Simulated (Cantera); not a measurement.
## Low-pressure radical oxidation in H2/O2

A perfectly stirred reactor is fed with H₂ : O₂ : H₂O = 0.0056 : 1 : 0.0042 (molar parts), equivalence ratio 0.0028, at 0.0133 bar; it is held at 1075 K, and followed from long to short residence time.

Computed with Cantera and the H2/O2 subset of GRI-Mech 3.0, which has no nitrogen chemistry. Radical loss at walls, strong at low pressure, is not modelled.

| τ (s) | x H₂ | x O₂ | x HO₂ | x H | x H₂O |
|---|---|---|---|---|---|
| 0.79 | 7.77e-5 | 0.989 | 6.76e-7 | 3.00e-5 | 0.00953 |
| 0.42 | 0.000112 | 0.989 | 8.25e-7 | 5.04e-5 | 0.00946 |
| 0.22 | 0.000166 | 0.988 | 9.96e-7 | 8.21e-5 | 0.00936 |
| 0.12 | 0.000244 | 0.988 | 1.17e-6 | 0.000123 | 0.00922 |
| 0.064 | 0.000372 | 0.987 | 1.37e-6 | 0.000176 | 0.00903 |
| 0.034 | 0.000580 | 0.987 | 1.56e-6 | 0.000235 | 0.00874 |
| 0.018 | 0.000919 | 0.987 | 1.74e-6 | 0.000286 | 0.00833 |
| 0.0096 | 0.00146 | 0.987 | 1.87e-6 | 0.000308 | 0.00774 |
| 0.0051 | 0.00231 | 0.988 | 1.90e-6 | 0.000274 | 0.00690 |
| 0.0027 | 0.00359 | 0.989 | 1.70e-6 | 0.000163 | 0.00575 |
x: mole fraction; the columns are a selection and need not sum to one.
